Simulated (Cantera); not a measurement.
A closed system holds: 1 mol SiH4, 25 mol NH3, 4.4 mol N2, equilibrated at 250 Pa.

These are equilibrium values from Cantera (NASA tables, ideal gas, pure condensed phases), not measurements of a reactor. Candidate condensed phases: Si, Si3N4; 18 gas species. Equilibrium is a limit: real reactors are often held back by kinetics, nucleation or transport.

Problem. Which condensed phases are stable at each of these points (T (K)): 998, 1098, 1198, 1298, 1398, 1498, 1598, 1698?

Solution. 
```json
[
 {"T (K)": "998", "condensed phases": "Si3N4(s)", "Si condensed (%)": "100.0"},
 {"T (K)": "1098", "condensed phases": "Si3N4(s)", "Si condensed (%)": "100.0"},
 {"T (K)": "1198", "condensed phases": "Si3N4(s)", "Si condensed (%)": "100.0"},
 {"T (K)": "1298", "condensed phases": "Si3N4(s)", "Si condensed (%)": "100.0"},
 {"T (K)": "1398", "condensed phases": "Si3N4(s)", "Si condensed (%)": "100.0"},
 {"T (K)": "1498", "condensed phases": "Si3N4(s)", "Si condensed (%)": "100.0"},
 {"T (K)": "1598", "condensed phases": "Si3N4(s)", "Si condensed (%)": "99.9"},
 {"T (K)": "1698", "condensed phases": "Si(l)", "Si condensed (%)": "98.2"}
]
```

From 998 K to 1598 K the condensed part is Si3N4(s). At 1698 K the condensed part is Si(l).
